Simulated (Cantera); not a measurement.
A closed system holds: 1 mol Fe₃O₄, 1.3 mol CH₄, 0.15 mol H₂, equilibrated at 990000 Pa.

Cantera equilibrium calculation (NASA polynomials, part measured and part estimated; ideal gas, pure solids and liquids). Candidate condensed phases: C, C₆H₆, C₇H₈, C₈H₁₈, Fe, Fe(CO)₅, FeO, Fe(OH)₂, Fe(OH)₃, Fe₂O₃, Fe₃O₄, H₂O; 114 gas species. Each liquid is taken as pure. Mutual solubility and eutectic melting of coexisting phases are not modelled. The tables' stoichiometric FeO is somewhat more stable than real wüstite, so its field is too wide. FeO: taken at fixed stoichiometry. The numbers say what is thermodynamically allowed, not how fast it happens. All values below are at 2173 K.

Base state: H₂ 0.458, CO 0.294, H₂O 0.220, CO₂ 0.0271, H 0.00104, Fe 0.000218, Fe(OH)₂ 0.000176, OH 6.66e-5 (mole fractions); condensed: Fe(l) + FeO(l).

Problem. What changes in the equilibrium state with this change: CH₄ from 1.3 to 5 mol?

Solution. 
| species | before | after |
|---|---|---|
| H₂ | 0.458 | 0.713 |
| CO | 0.294 | 0.283 |
| C₂H₂ (acetylene) | <1e-9 | 0.00157 |
| H₂O | 0.220 | 0.000124 |
| CO₂ | 0.0271 | 9.50e-6 |
| Fe | 0.000218 | 0.000218 |
| Fe(OH)₂ | 0.000176 | <1e-9 |
| C₂H₄ | <1e-9 | 3.07e-5 |
| CH₄ | 2.19e-7 | 0.00140 |
| CH₃ | 9.56e-9 | 4.90e-5 |
| Fe(l), mol | 1.30 | 3.00 |
| FeO(l), mol | 1.70 | 0 |
| C(graphite), mol | 0 | 0.936 |
Iron dissolves carbon and melts from about 1420 K in contact with it, which pure phases cannot show. Condensed phases not in the tables: cementite and carbon dissolved in iron.
